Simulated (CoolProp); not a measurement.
Vapour-liquid equilibrium of carbon dioxide (1) + propane (2) at 249.6 K; x and y are mole fractions of (1).

Computed with CoolProp (multi-fluid Helmholtz-energy mixture model, Span 1996 and Lemmon 2009; pair parameters Kunz 2012).

```tsv
x	bubble pressure (MPa)	y at the bubble point	dew pressure at overall composition x (MPa)	liquid density (mol/L)
0.05	0.3595	0.409	0.2260	12.93
0.2	0.7835	___	0.2678	13.77
0.35	1.111	0.834	0.3278	___
0.5	___	0.872	___	15.87
0.65	1.461	0.897	0.5880	___
0.8	___	___	0.9603	___
0.95	1.717	0.974	1.662	22.46
```

Complete the blanks.


- 0.2, y at the bubble point: 0.746
- 0.35, liquid density (mol/L): 14.72
- 0.5, bubble pressure (MPa): 1.321
- 0.5, dew pressure at overall composition x (MPa): 0.4215
- 0.65, liquid density (mol/L): 17.35
- 0.8, bubble pressure (MPa): 1.583
- 0.8, y at the bubble point: 0.925
- 0.8, liquid density (mol/L): 19.40

No azeotrope shows between x = 0.05 and 0.95.

The pair parameters rest on a limited set of measurements; away from them the model extrapolates.
